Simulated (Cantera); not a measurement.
What does this Cantera script print?

```python
import numpy as np
import cantera as ct

gas_names = """
    H H2 H2S N NH NH2 NH3 N2 N2H2 N2H4 Pb PbS Pb2 S SH SN S2 S8
""".split()
cond_names = """
    Pb(cr) Pb(L) PbS(s) PbS(L) S(cr1) S(cr2) S(L)
""".split()


# ... load() reads the species with a 1 bar reference pressure and builds the phases ...
atoms = {
    'PbS': {'Pb': 1, 'S': 1},
    'H2': {'H': 2},
    'N2': {'N': 2},
}
top_T = {}  # K; cautious upper limits of use, not melting points


# ... equilibrate(T, P, feed) seeds the gas with the atoms and calls Mixture.equilibrate('TP', solver="vcs", rtol=1e-11, max_steps=5000) ...
results = []
feed = {'PbS': 1, 'H2': 0.48, 'N2': 87}  # mol
P = 130000  # Pa
for T in [1425, 1500, 1575, 1650, 1725, 1800, 1875, 1950, 2025, 2100]:
    mix = equilibrate(T, P, feed)
    results.append((T, P, feed, dict(zip(mix.species_names, mix.species_moles))))

top = {s: max(r[3][s] / sum(r[3][g] for g in gas_names) for r in results) for s in gas_names}
cols = sorted((s for s in top if top[s] > 1e-05), key=lambda s: -top[s])[:9]
seen = [c for c in cond_names if any(r[3].get(c, 0) > 1e-12 for r in results)]
print("log10 of partial pressures in bar; condensed amounts in mol")
print(f"{'T/K':>10s}" + "".join(f"{s[:9]:>10s}" for s in cols + seen))
for T, P, feed, n in results:
    ng = sum(n[g] for g in gas_names)
    print(f"{T:10.4g}" + "".join(f"{np.log10(max(n[s] / ng * P / 1e5, 1e-99)):10.3f}" for s in cols)
          + "".join(f"{n.get(c, 0):10.4g}" for c in seen))
```

It prints:

```
log10 of partial pressures in bar; condensed amounts in mol
       T/K        N2       PbS        Pb        H2        S2       H2S        SH         S         H
      1425     0.106    -1.882    -2.808    -2.197    -3.376    -3.159    -4.713    -6.476    -6.265
      1500     0.106    -1.898    -2.693    -2.193    -3.162    -3.213    -4.468    -5.971    -5.851
      1575     0.106    -1.918    -2.582    -2.188    -2.994    -3.275    -4.258    -5.527    -5.475
      1650     0.106    -1.945    -2.479    -2.184    -2.859    -3.340    -4.077    -5.132    -5.134
      1725     0.106    -1.976    -2.387    -2.182    -2.748    -3.407    -3.918    -4.777    -4.822
      1800     0.106    -2.013    -2.304    -2.180    -2.655    -3.474    -3.778    -4.457    -4.536
      1875     0.106    -2.055    -2.232    -2.180    -2.579    -3.540    -3.654    -4.166    -4.273
      1950     0.105    -2.103    -2.170    -2.181    -2.516    -3.607    -3.543    -3.901    -4.031
      2025     0.105    -2.155    -2.116    -2.183    -2.465    -3.673    -3.446    -3.660    -3.807
      2100     0.105    -2.212    -2.070    -2.187    -2.425    -3.741    -3.360    -3.439    -3.600
```

Equilibrium computed with Cantera from the NASA thermochemical tables; the gas is ideal and each condensed phase is pure.
